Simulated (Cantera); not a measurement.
An isothermal, constant-pressure homogeneous reactor starts with H₂ : O₂ = 0.0096 : 7.6 (molar parts), at 1400 K and 0.0133 bar.

Computed with Cantera and the H2/O2 subset of GRI-Mech 3.0, which has no nitrogen chemistry. Radical loss at walls, strong at low pressure, is not modelled.

x: mole fraction; the columns are a selection and need not sum to one.

```
t (s)           x H₂   x O₂    x H₂O₂      x OH     x H₂O
--------  ----------  -----  --------  --------  --------
2.00e-5      0.00126  0.999    <1e-12  2.21e-10    <1e-12
8.98e-5      0.00126  0.999    <1e-12   2.09e-9  4.02e-11
0.000403     0.00126  0.999    <1e-12   1.20e-8   1.16e-9
0.00181      0.00126  0.999  1.44e-11   7.57e-8   3.06e-8
0.00814      0.00126  0.999  1.26e-10   2.00e-6   2.14e-6
0.0366    (withheld)  0.998   1.29e-9  0.000222   0.00113
0.164     (withheld)  0.998  8.14e-10  0.000169   0.00117
0.737     (withheld)  0.998  7.47e-10  0.000157   0.00118
3.31      (withheld)  0.998  5.27e-10  0.000120   0.00120
14.9      (withheld)  0.999  1.77e-10   5.84e-5   0.00123
66.8      (withheld)  0.999  2.88e-11   2.09e-5   0.00125
300       (withheld)  0.999  1.62e-11   1.50e-5   0.00125
```

What belongs in the gaps?


- 0.0366, x H₂: 1.79e-5
- 0.164, x H₂: 6.32e-7
- 0.737, x H₂: 5.45e-7
- 3.31, x H₂: 3.15e-7
- 14.9, x H₂: 7.49e-8
- 66.8, x H₂: 9.55e-9
- 300, x H₂: 4.95e-9
